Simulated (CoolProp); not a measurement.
The fluid at 298.15 K and 0.279 MPa flows at 8.4 m/s in a round tube of 2 mm bore and 45 µm roughness, fully developed (64/Re and Nu = 3.66 if laminar; Colebrook and Gnielinski if turbulent). The same conditions are run with several fluids, on thermodynamics alone (safety and materials aside).

Values from CoolProp's reference Helmholtz-energy equation of state of each fluid (toluene: Lemmon 2006; water: Wagner 2002; n-pentane: Thol 2019; benzene: Thol 2012; methanol: de Reuck 1993).

```csv
fluid,Reynolds number,Darcy friction factor,pressure drop (Pa/m),heat-transfer coefficient (W/(m² K)),mass flow (kg/h)
toluene,26200,0.0523,795000,20300,[?]
water,18800,0.0528,928000,63900,[?]
n-pentane,[?],[?],[?],31500,59.0
benzene,24300,0.0524,807000,[?],[?]
methanol,24300,0.0524,[?],28500,74.7
```

Fill in the missing entries.


- toluene, mass flow (kg/h): 81.9
- water, mass flow (kg/h): 94.7
- n-pentane, Reynolds number: 57900
- n-pentane, Darcy friction factor: 0.0515
- n-pentane, pressure drop (Pa/m): 565000
- benzene, heat-transfer coefficient (W/(m² K)): 20600
- benzene, mass flow (kg/h): 83.0
- methanol, pressure drop (Pa/m): 727000

Transport values come from each fluid's own correlations; those of n-pentane are estimates that may be off by 10 % or more.
